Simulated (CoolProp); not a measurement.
Properties of R1132(E) along the isobar 56.6 bar.

The numbers come from the reference Helmholtz-energy equation of state, Akasaka 2024 in CoolProp.

| T (°C) | phase | expansivity (1/kK) | fugacity coefficient |
|---|---|---|---|
| -19.65 | liquid | 2.405 | 0.07910 |
| -8.45 | liquid | 2.605 | 0.1132 |
| 2.85 | liquid | 2.870 | 0.1561 |
| 14.15 | liquid | 3.228 | 0.2079 |
| 25.45 | liquid | 3.728 | 0.2683 |
| 36.65 | liquid | 4.456 | 0.3362 |
| 47.95 | liquid | 5.635 | 0.4115 |
| 59.25 | liquid | 7.892 | 0.4919 |
| 70.45 | liquid | 14.66 | 0.5738 |
| 81.75 | supercritical | 108.4 | 0.6489 |
| 93.05 | supercritical | 19.11 | 0.6919 |
| 104.35 | supercritical | 11.60 | 0.7253 |
| 115.55 | supercritical | 8.649 | 0.7533 |
| 126.85 | supercritical | 7.005 | 0.7779 |
